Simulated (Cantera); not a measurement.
Feed: 1 mol BN, 2.2 mol O2, held at 1.00 bar.

These are equilibrium values from Cantera (NASA tables, ideal gas, pure condensed phases), not measurements of a reactor. Candidate condensed phases: B, BN, B2O3; 17 gas species. The numbers say what is thermodynamically allowed, not how fast it happens.

log p: log10 of the partial pressure in bar; n: condensed amount in mol.

| T (K) | log p O2 | log p N2 | log p NO | log p B2O3 | log p BO2 | n B2O3(l) |
|---|---|---|---|---|---|---|
| 1225 | -0.13 | -0.59 | -3.60 | -7.69 | -7.57 | 0.500 |
| 1275 | -0.13 | -0.59 | -3.44 | -7.04 | -7.01 | 0.500 |
| 1325 | -0.13 | -0.59 | (withheld) | (withheld) | (withheld) | 0.500 |
| 1375 | -0.13 | -0.59 | -3.17 | -5.88 | -6.03 | 0.500 |
| 1425 | -0.13 | -0.59 | -3.05 | -5.37 | -5.59 | 0.500 |
| 1475 | -0.13 | -0.59 | -2.94 | -4.89 | -5.19 | 0.500 |
| 1525 | -0.13 | -0.59 | -2.83 | -4.45 | -4.81 | 0.500 |
| 1575 | -0.13 | -0.59 | -2.73 | -4.03 | -4.45 | 0.500 |
| 1625 | -0.13 | -0.59 | -2.64 | -3.64 | -4.12 | 0.499 |
| 1675 | -0.13 | -0.59 | (withheld) | (withheld) | (withheld) | 0.499 |
| 1725 | -0.13 | -0.59 | -2.47 | -2.94 | -3.51 | 0.497 |

**Question.** Fill in the missing entries.

**Answer.** 
- 1325, log p NO: -3.30
- 1325, log p B2O3: -6.44
- 1325, log p BO2: -6.50
- 1675, log p NO: -2.55
- 1675, log p B2O3: -3.28
- 1675, log p BO2: -3.81
